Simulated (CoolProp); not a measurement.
Ethylene along the isobar 7.13 MPa: density (kg/m³) from the reference equation and from simpler models built on Tc = 9.2 °C, pc = 5.042 MPa, ω = 0.087; each cubic takes its own stable root.

Values from CoolProp's reference Helmholtz-energy equation of state, Smukala 2000.

```tsv
T (°C)	phase	reference
-2.45	liquid	393.1
11.35	supercritical	341.8
25.15	supercritical	236.0
38.85	supercritical	145.7
52.65	supercritical	116.8
66.45	supercritical	101.3
80.25	supercritical	90.92
94.05	supercritical	83.26
107.85	supercritical	77.24
121.65	supercritical	72.31
135.45	supercritical	68.16
149.25	supercritical	64.59
163.05	supercritical	61.48
176.85	supercritical	58.73
```

Question: How far does each simpler model (van der Waals, Peng-Robinson) lie from the reference over these 14 states: mean and median of the absolute difference, and the worst?

Answer: 
- van der Waals: mean 8.8 %, median 4.9 %, worst -29.9 % at -2.45 °C and 7.13 MPa
- Peng-Robinson: mean 2.4 %, median 2.2 %, worst -5.4 % at 25.15 °C and 7.13 MPa
